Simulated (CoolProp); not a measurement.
The fluoroketone C6F12O (FK-5-1-12) along the isobar 4.44 bar: Z from the reference equation and from simpler models built on Tc = 168.7 °C, pc = 18.69 bar, ω = 0.471; each cubic takes its own stable root.

Computed with CoolProp (reference Helmholtz-energy equation of state, McLinden 2015).

| T (°C) | phase | reference | Redlich-Kwong | Peng-Robinson |
|---|---|---|---|---|
| 85.25 | liquid | 0.03362 | 0.8315 | 0.03299 |
| 95.35 | liquid | 0.03370 | 0.8466 | 0.03333 |
| 105.45 | gas | 0.8297 | 0.8597 | 0.8299 |
| 115.55 | gas | 0.8491 | 0.8712 | 0.8463 |
| 125.65 | gas | 0.8654 | 0.8815 | 0.8606 |
| 135.75 | gas | 0.8792 | 0.8906 | 0.8733 |
| 145.95 | gas | 0.8912 | 0.8989 | 0.8846 |
| 156.05 | gas | 0.9015 | 0.9062 | 0.8945 |
| 166.15 | gas | 0.9106 | 0.9129 | 0.9035 |
| 176.25 | gas | 0.9185 | 0.9189 | 0.9115 |
| 186.35 | gas | 0.9255 | 0.9244 | 0.9188 |
| 196.45 | gas | 0.9318 | 0.9294 | 0.9253 |
| 206.65 | gas | 0.9375 | 0.9340 | 0.9314 |
| 216.75 | gas | 0.9425 | 0.9382 | 0.9368 |
| 226.85 | gas | 0.9471 | 0.9421 | 0.9418 |

At some of these states Redlich-Kwong gives the other phase, because its saturation line lies elsewhere.
